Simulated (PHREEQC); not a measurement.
Dissolve 0.0022 mol/kgw TMAH, 0.0015 mol/kgw K2SO4 and 0.00047 mol/kgw KH2PO4 at 25 °C. Closed to the air; pH follows from the charge balance.

Equilibrium calculation in PHREEQC: ion-association model, phreeqc.dat.

```json
{
  "pH": "11.18",
  "ionic_strength": "0.00768 mol/kgw",
  "total_alkalinity": "2.20 meq/kg"
}
```

| species | molality | activity | log γ |
|---|---|---|---|
| K+ | 0.00344 | 0.00314 | -0.040 |
| (CH3)4N+ | 0.00220 | 0.00201 | -0.040 |
| OH- | 0.00168 | 0.00153 | -0.041 |
| SO4-2 | 0.00147 | 0.00103 | -0.157 |
| HPO4-2 | 0.000422 | 0.000294 | -0.156 |
| PO4-3 | 4.61e-5 | 2.01e-5 | -0.361 |
| KSO4- | 2.48e-5 | 2.27e-5 | -0.039 |
| KHPO4- | 1.97e-6 | 1.80e-6 | -0.039 |
| H2PO4- | 3.42e-8 | 3.13e-8 | -0.039 |

No solid was allowed to form. (CH3)4N+ isn't in the database: it is added as a free cation with an ion size of 4 Å.
